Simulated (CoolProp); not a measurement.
Toluene along the isotherm 346.85 °C: fugacity coefficient from the reference equation and from simpler models built on Tc = 318.6 °C, pc = 4.126 MPa, ω = 0.266; each cubic takes its own stable root.

Computed with CoolProp (reference Helmholtz-energy equation of state, Lemmon 2006). It is a short technical equation, of lower accuracy than the large ones.

```
p (MPa)          phase  reference
-------  -------------  ---------
0.0652             gas     0.9950
0.134              gas     0.9898
0.275              gas     0.9791
0.565              gas     0.9573
1.16               gas     0.9132
2.38               gas     0.8255
4.89     supercritical     0.6512
10       supercritical     0.4045
20.6     supercritical     0.2794
```

How far does each simpler model (Redlich-Kwong, Peng-Robinson) lie from the reference over these 9 states: mean and median of the absolute difference, and the worst?


- Redlich-Kwong: mean 2.0 %, median 0.5 %, worst +9.4 % at 346.85 °C and 20.6 MPa
- Peng-Robinson: mean 0.7 %, median 0.3 %, worst +3.0 % at 346.85 °C and 20.6 MPa
